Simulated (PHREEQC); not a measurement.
# Hard or scaling water (model solution)

Consider water at 20 °C with 0.0025 mol CaCl2, 0.048 mol Na2SO4 and 0.0076 mol NaCl per kg of water. Closed to the air; pH follows from the charge balance.

All values are PHREEQC results (ion-association model, phreeqc.dat), not measurements.

No solid was allowed to form.

Q: Predict the ionic strength.

A: ionic strength 0.142 mol/kgw.

Q: In which forms is Na present?

A: Na+ 94 %, NaSO4- 6.1 % of the Na.
